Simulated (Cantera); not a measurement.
Feed: 1 mol Fe, 1.5 mol H2O, 1.4 mol N2, held at 925 K and 2.80 bar.

Method: chemical equilibrium by Gibbs-energy minimisation in Cantera with the NASA 1993 tables (ideal gas, pure condensed phases). Candidate condensed phases: Fe, FeO, Fe(OH)2, Fe(OH)3, Fe2O3, Fe3O4, H2O; 27 gas species. The tables' stoichiometric FeO is somewhat more stable than real wüstite, so its field is too wide. FeO: taken at fixed stoichiometry. Kinetics and transport are ignored.

Base state: N2 0.483, H2 0.344, H2O 0.172, NH3 0.000391 (mole fractions); condensed: FeO(s).

Q: What changes in the equilibrium state with this change: Fe replaced by Al?

A: 
```
species          before     after
-------------  --------  --------
H2                0.344     0.517
N2                0.483     0.483
NH3            0.000391  0.000718
H2O               0.172   1.19e-7
FeO(s), mol        1.00         0
Al2O3(s), mol         0     0.500
```
Further candidate phases: Al, AlN, Al2O3.
